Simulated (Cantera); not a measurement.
A Cantera script and what it prints.

```python
import numpy as np
import cantera as ct

gas_names = """
    CL CL2 H HCL H2 Si SiCL SiCL2 SiCL3 SiCL4 SiH SiHCL3 SiH2 SiH2CL2 SiH3 SiH3CL SiH4 Si2 Si3
""".split()
cond_names = """
    Si(cr) Si(L)
""".split()


# ... load() reads the species with a 1 bar reference pressure and builds the phases ...
atoms = {
    'Si': {'Si': 1},
    'HCl': {'H': 1, 'CL': 1},
}
top_T = {}  # K; cautious upper limits of use, not melting points


# ... equilibrate(T, P, feed) seeds the gas with the atoms and calls Mixture.equilibrate('TP', solver="vcs", rtol=1e-11, max_steps=5000) ...
results = []
feed = {'Si': 1, 'HCl': 1.5}  # mol
P = 1000  # Pa
for T in [825, 850, 875, 900, 925, 950, 975, 1000, 1025, 1050, 1075]:
    mix = equilibrate(T, P, feed)
    results.append((T, P, feed, dict(zip(mix.species_names, mix.species_moles))))

top = {s: max(r[3][s] / sum(r[3][g] for g in gas_names) for r in results) for s in gas_names}
cols = sorted((s for s in top if top[s] > 0.0001), key=lambda s: -top[s])[:9]
seen = [c for c in cond_names if any(r[3].get(c, 0) > 1e-12 for r in results)]
print("log10 of partial pressures in bar; condensed amounts in mol")
print(f"{'T/K':>10s}" + "".join(f"{s[:9]:>10s}" for s in cols + seen))
for T, P, feed, n in results:
    ng = sum(n[g] for g in gas_names)
    print(f"{T:10.4g}" + "".join(f"{np.log10(max(n[s] / ng * P / 1e5, 1e-99)):10.3f}" for s in cols)
          + "".join(f"{n.get(c, 0):10.4g}" for c in seen))
```

It prints:

```
log10 of partial pressures in bar; condensed amounts in mol
       T/K        H2     SiCL4       HCL    SiHCL3     SiCL3     SiCL2   SiH2CL2    Si(cr)
       825    -2.187    -2.514    -4.174    -3.435    -5.288    -6.117    -5.429    0.6162
       850    -2.188    -2.515    -4.043    -3.441    -5.094    -5.822    -5.422    0.6169
       875    -2.190    -2.517    -3.919    -3.447    -4.911    -5.543    -5.417    0.6177
       900    -2.191    -2.519    -3.803    -3.454    -4.739    -5.281    -5.412    0.6185
       925    -2.193    -2.522    -3.694    -3.461    -4.578    -5.034    -5.409    0.6195
       950    -2.196    -2.526    -3.591    -3.470    -4.425    -4.801    -5.407    0.6205
       975    -2.199    -2.531    -3.494    -3.479    -4.282    -4.581    -5.407    0.6215
      1000    -2.203    -2.538    -3.403    -3.490    -4.148    -4.373    -5.409    0.6224
      1025    -2.208    -2.547    -3.318    -3.502    -4.022    -4.177    -5.412     0.623
      1050    -2.213    -2.558    -3.238    -3.517    -3.904    -3.992    -5.419    0.6232
      1075    -2.220    -2.573    -3.164    -3.534    -3.795    -3.817    -5.428    0.6227
```

These are equilibrium values from Cantera (NASA tables, ideal gas, pure condensed phases), not measurements of a reactor. The tables' values for SiCl3 are old estimates; treat these amounts as uncertain.
